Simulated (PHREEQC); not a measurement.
H3PO4 is added in steps, without added water, to 1 kg of water holding 0.012 mol/kgw H2SO4, 0.00023 mol/kgw Fe(NO3)3 and 0.00013 mol/kgw CO2, at 25 °C. O2 is buffered at 0.21 atm. CO2 from the air is kept out. Only these solids could form: Fe(OH)3(a), Strengite.

Base run: PHREEQC, ion-association model, wateq4f.dat. Each further column changes one thing. The table gives H2PO4- (mol/kgw).

```json
[
 {"H3PO4 added (mol)": "0", "base": "0", "H2SO4 left out": "0", "diluted 10-fold with water": "0", "diluted 5-fold with water": "0", "no solid may form": "0"},
 {"H3PO4 added (mol)": "0.004125", "base": "0.00122", "H2SO4 left out": "0.00270", "diluted 10-fold with water": "0.00257", "diluted 5-fold with water": "0.00227", "no solid may form": "0.00124"},
 {"H3PO4 added (mol)": "0.007219", "base": "0.00214", "H2SO4 left out": "0.00428", "diluted 10-fold with water": "0.00407", "diluted 5-fold with water": "0.00368", "no solid may form": "0.00217"},
 {"H3PO4 added (mol)": "0.01134", "base": "0.00329", "H2SO4 left out": "0.00604", "diluted 10-fold with water": "0.00577", "diluted 5-fold with water": "0.00531", "no solid may form": "0.00333"},
 {"H3PO4 added (mol)": "0.01444", "base": "0.00412", "H2SO4 left out": "0.00720", "diluted 10-fold with water": "0.00691", "diluted 5-fold with water": "0.00641", "no solid may form": "0.00416"},
 {"H3PO4 added (mol)": "0.01856", "base": "0.00517", "H2SO4 left out": "0.00859", "diluted 10-fold with water": "0.00829", "diluted 5-fold with water": "0.00776", "no solid may form": "0.00522"},
 {"H3PO4 added (mol)": "0.02166", "base": "0.00593", "H2SO4 left out": "0.00956", "diluted 10-fold with water": "0.00924", "diluted 5-fold with water": "0.00870", "no solid may form": "0.00599"},
 {"H3PO4 added (mol)": "0.02578", "base": "0.00690", "H2SO4 left out": "0.0108", "diluted 10-fold with water": "0.0104", "diluted 5-fold with water": "0.00987", "no solid may form": "0.00696"},
 {"H3PO4 added (mol)": "0.02888", "base": "0.00760", "H2SO4 left out": "0.0116", "diluted 10-fold with water": "0.0113", "diluted 5-fold with water": "0.0107", "no solid may form": "0.00767"},
 {"H3PO4 added (mol)": "0.033", "base": "0.00851", "H2SO4 left out": "0.0127", "diluted 10-fold with water": "0.0123", "diluted 5-fold with water": "0.0118", "no solid may form": "0.00859"}
]
```

H3PO4, which wateq4f.dat lacks, is added to it with the constant of phreeqc.dat. In at least one series the solution becomes supersaturated in solids that the run did not let form, among them Strengite.
